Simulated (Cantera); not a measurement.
An adiabatic, constant-pressure homogeneous reactor starts with 9.07 % C2H4, 17.0 % O2, 63.9 % N2, 9.97 % H2O, equivalence ratio 1.6, at 1098 K and 2030 Torr.

Cantera simulation using GRI-Mech 3.0 (53 species, 325 reactions); the numbers are that mechanism's predictions, not measurements. GRI-Mech 3.0 was tuned for natural gas; its chemistry of ethylene as a main component is partial and can be far from experiment.

Problem. Predict: time of steepest temperature rise; temperature at 0.400 s; equilibrium temperature; x(O2) at 0.400 s; x(H2O) at 0.400 s; x(CO) at 0.400 s; x(HCN) at 0.400 s.

Solution. 
```json
{
  "time_of_steepest_temperature_rise": "8.54 ms",
  "temperature at 0.400 s": "2550 K",
  "equilibrium_temperature": "2550 K",
  "x(O2) at 0.400 s": "0.000152 (gas-phase equilibrium 0.000152)",
  "x(H2O) at 0.400 s": "0.182 (gas-phase equilibrium 0.182)",
  "x(CO) at 0.400 s": "0.115 (gas-phase equilibrium 0.115)",
  "x(HCN) at 0.400 s": "4.82e-8 (gas-phase equilibrium 4.82e-8)"
}
```
